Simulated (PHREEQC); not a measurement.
0.05 g of hydrous ferric oxide (600 m²/g; 0.2 weak and 0.005 strong sites per Fe, Dzombak-Morel constants, diffuse double layer) in 1 kg of water with 0.05 mol/kgw of an inert sodium salt, at 25 °C; the pH is set by adding NaOH or the inert anion's acid. Oxygen alone is held at its pressure in air (log pO2 = -0.68). CO2 from the air is kept out. Precipitation was switched off in this run.

Model: ion-association model, wateq4f.dat, run in PHREEQC.

Predict surface charge σ (C/m²), surface potential ψ (mV) at pH = 3, 4.33, 5.67, 9, 10.33.


| pH | surface charge σ (C/m²) | surface potential ψ (mV) |
|---|---|---|
| 3 | 0.357 | 169 |
| 4.33 | 0.258 | 153 |
| 5.67 | 0.115 | 112 |
| 9 | -0.026 | -45 |
| 10.33 | -0.097 | -104 |

The oxide is taken as insoluble; below pH 4 it would dissolve.
